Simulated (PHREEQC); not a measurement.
TMAH is added in steps, without added water, to 1 kg of water holding 4.1 mmol/kgw KHCO3, 1.1 mmol/kgw NaF and 28 mmol/kgw LiCl, at 60 °C. Oxygen alone is held at its pressure in air (log pO2 = -0.68). No CO2 enters from the air. Nothing may precipitate in this run.

Base run: PHREEQC, ion-association model, phreeqc.dat. Each further column changes one thing. The table gives CO3-2 (mol/kgw).

| TMAH added (mol) | base | 0.00028 mol/kgw NaOH added | LiCl from 0.028 to 0.0308 mol/kgw | temperature from 60 to 85 °C | solids may form |
|---|---|---|---|---|---|
| 0 | 4.91e-5 | 0.000223 | 4.94e-5 | 4.48e-5 | 4.91e-5 |
| 0.00025 | 0.000204 | 0.000405 | 0.000204 | 0.000145 | 0.000204 |
| 0.00045 | 0.000350 | 0.000550 | 0.000351 | 0.000242 | 0.000350 |
| 0.0007 | 0.000533 | 0.000728 | 0.000535 | 0.000365 | 0.000533 |
| 0.0009 | 0.000678 | 0.000868 | 0.000680 | 0.000462 | 0.000678 |
| 0.00115 | 0.000855 | 0.00104 | 0.000857 | 0.000580 | 0.000855 |
| 0.00135 | 0.000993 | 0.00117 | 0.000996 | 0.000672 | 0.000993 |
| 0.0016 | 0.00116 | 0.00133 | 0.00116 | 0.000783 | 0.00116 |

(CH3)4N+ isn't in the database: it is added as a free cation with an ion size of 4 Å. Away from 25 °C the constants follow the database's enthalpies or fits; those with neither stay at their 25 °C values. Solids allowed in the column 'solids may form': Halite, Sylvite.
